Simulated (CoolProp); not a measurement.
Aqueous propylene glycol as a coolant, 7 % by mass, freezing at -1.8 °C, 1 atm.

Model: Melinder's fits for secondary coolants, in CoolProp.

```tsv
T (°C)	Prandtl number	cp (kJ/(kg K))	density (kg/m³)	viscosity (mPa s)
-0.7	19.3	4.099	1006	2.48
5.1	15.5	4.100	1006	2.03
10.8	12.7	4.102	1006	1.69
16.6	10.5	4.104	1005	1.42
22.3	8.88	4.108	1003	1.22
28.1	7.58	4.112	1002	1.05
33.9	6.56	4.117	999.7	0.923
39.6	5.75	4.123	997.5	0.818
```
